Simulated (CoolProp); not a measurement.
Vapour-liquid equilibrium of n-hexane (1) + n-decane (2) at 14.2 kPa; x and y are mole fractions of (1).

Values from CoolProp's multi-fluid Helmholtz-energy mixture model, Thol 2019 and Lemmon 2006; pair parameters Kunz 2012.

Give the bubble temperature and the first vapour's composition at x = 0.125, 0.275, 0.8. Is there an azeotrope?

x = 0.125: 342.8 K, y = 0.844; x = 0.275: 322.0 K, y = 0.957; x = 0.8: 295.3 K, y = 0.998. No azeotrope shows between x = 0.05 and 0.95.

The pair parameters rest on a limited set of measurements; away from them the model extrapolates.
